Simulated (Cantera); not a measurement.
Charge: 1 mol Hg, 0.94 mol H₂, 14 mol N₂, equilibrated at 1100 K and 0.0133 bar.

Cantera equilibrium calculation (NASA polynomials, part measured and part estimated; ideal gas, pure solids and liquids). Candidate condensed phases: Hg; 10 gas species. The numbers say what is thermodynamically allowed, not how fast it happens.

Base state: N₂ 0.878, Hg 0.0627, H₂ 0.0590 (mole fractions); condensed: gas only.

Q: What changes in the equilibrium state with this change: Hg replaced by Fe(CO)₅?

A: 
```json
[
 {"species": "N₂", "before": "0.878", "after": "0.702"},
 {"species": "CO", "before": "0", "after": "0.251"},
 {"species": "H₂", "before": "0.0590", "after": "0.0471"},
 {"species": "Hg", "before": "0.0627", "after": "0"},
 {"species": "CO₂", "before": "0", "after": "7.39e-5"},
 {"species": "H₂O", "before": "0", "after": "1.41e-5"},
 {"species": "C(graphite), mol", "before": "0", "after": "0.00165"},
 {"species": "Fe(α), mol", "before": "0", "after": "1.00"}
]
```
Condensed phases not in the tables: cementite and carbon dissolved in iron. Further candidate phases: C, C₆H₆, C₇H₈, C₈H₁₈, Fe, Fe(CO)₅, FeO, Fe(OH)₂, Fe(OH)₃, Fe₂O₃, Fe₃O₄, H₂O.
